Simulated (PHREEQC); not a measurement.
0.43 g of hydrous ferric oxide (600 m²/g; 0.2 weak and 0.005 strong sites per Fe, Dzombak-Morel constants, diffuse double layer) in 1 kg of water with 0.001 mol/kgw of an inert sodium salt and 0.011 mmol/kgw NaF, at 25 °C; the pH is set by adding NaOH or the inert anion's acid. O2 is buffered at 0.21 atm. No CO2 enters from the air. Precipitation was switched off in this run.

Base run: PHREEQC, ion-association model, wateq4f.dat. Each further column changes one thing. The table gives surface charge σ (C/m²).

```json
[
 {"pH": "3", "base": "0.257", "background salt from 0.001 to 0.0001 mol/kgw": "0.232", "oxide from 0.43 to 2.1 g/kgw": "0.282", "0.0048 mol/kgw CaCl2 added": "0.333"},
 {"pH": "3.67", "base": "0.157", "background salt from 0.001 to 0.0001 mol/kgw": "0.113", "oxide from 0.43 to 2.1 g/kgw": "0.182", "0.0048 mol/kgw CaCl2 added": "0.274"},
 {"pH": "4.33", "base": "0.092", "background salt from 0.001 to 0.0001 mol/kgw": "0.050", "oxide from 0.43 to 2.1 g/kgw": "0.106", "0.0048 mol/kgw CaCl2 added": "0.198"},
 {"pH": "5", "base": "0.051", "background salt from 0.001 to 0.0001 mol/kgw": "0.022", "oxide from 0.43 to 2.1 g/kgw": "0.057", "0.0048 mol/kgw CaCl2 added": "0.128"},
 {"pH": "5.67", "base": "0.026", "background salt from 0.001 to 0.0001 mol/kgw": "0.010", "oxide from 0.43 to 2.1 g/kgw": "0.028", "0.0048 mol/kgw CaCl2 added": "0.077"},
 {"pH": "6.33", "base": "0.013", "background salt from 0.001 to 0.0001 mol/kgw": "0.005", "oxide from 0.43 to 2.1 g/kgw": "0.014", "0.0048 mol/kgw CaCl2 added": "0.043"},
 {"pH": "7", "base": "0.006", "background salt from 0.001 to 0.0001 mol/kgw": "0.002", "oxide from 0.43 to 2.1 g/kgw": "0.006", "0.0048 mol/kgw CaCl2 added": "0.022"},
 {"pH": "7.67", "base": "0.002", "background salt from 0.001 to 0.0001 mol/kgw": "0.001", "oxide from 0.43 to 2.1 g/kgw": "0.002", "0.0048 mol/kgw CaCl2 added": "0.010"},
 {"pH": "8.33", "base": "-0.001", "background salt from 0.001 to 0.0001 mol/kgw": "0.000", "oxide from 0.43 to 2.1 g/kgw": "-0.001", "0.0048 mol/kgw CaCl2 added": "0.005"},
 {"pH": "9", "base": "-0.004", "background salt from 0.001 to 0.0001 mol/kgw": "-0.002", "oxide from 0.43 to 2.1 g/kgw": "-0.004", "0.0048 mol/kgw CaCl2 added": "0.005"},
 {"pH": "9.67", "base": "-0.011", "background salt from 0.001 to 0.0001 mol/kgw": "-0.004", "oxide from 0.43 to 2.1 g/kgw": "-0.011", "0.0048 mol/kgw CaCl2 added": "0.005"},
 {"pH": "10.33", "base": "-0.023", "background salt from 0.001 to 0.0001 mol/kgw": "-0.013", "oxide from 0.43 to 2.1 g/kgw": "-0.024", "0.0048 mol/kgw CaCl2 added": "0.004"},
 {"pH": "11", "base": "-0.055", "background salt from 0.001 to 0.0001 mol/kgw": "-0.044", "oxide from 0.43 to 2.1 g/kgw": "-0.058", "0.0048 mol/kgw CaCl2 added": "0.004"}
]
```

The oxide is taken as insoluble; below pH 4 it would dissolve.
